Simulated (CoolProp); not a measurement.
Vapour-liquid equilibrium of R114 (1) + benzene (2) at 0.486 MPa; x and y are mole fractions of (1).

Values from CoolProp's multi-fluid Helmholtz-energy mixture model, Platzer 1990 and Thol 2012; pair parameters Bell 2016. This equation is an older, rougher fit; its heat capacities, sound speeds and derivatives of the liquid may be far off and weren't checked against measurements.

```tsv
x	bubble temperature (K)	y at the bubble point	dew temperature at overall composition x (K)	liquid density (mol/L)
0.05	394.9	0.361	412.1	9.621
0.125	374.7	0.628	408.3	9.687
0.2	362.5	0.746	404.3	9.637
0.275	354.7	0.807	400.1	9.523
0.35	349.4	0.844	395.6	9.377
0.425	345.5	0.869	390.7	9.214
0.5	342.3	0.889	385.3	9.044
0.575	339.7	0.906	379.3	8.871
0.65	337.2	0.921	372.6	8.699
0.725	334.9	0.936	364.9	8.532
0.8	332.6	0.952	355.7	8.370
0.875	330.3	0.968	344.6	8.215
0.95	327.9	0.987	332.8	8.068
```

No azeotrope shows between x = 0.05 and 0.95.

The pair parameters rest on a limited set of measurements; away from them the model extrapolates.
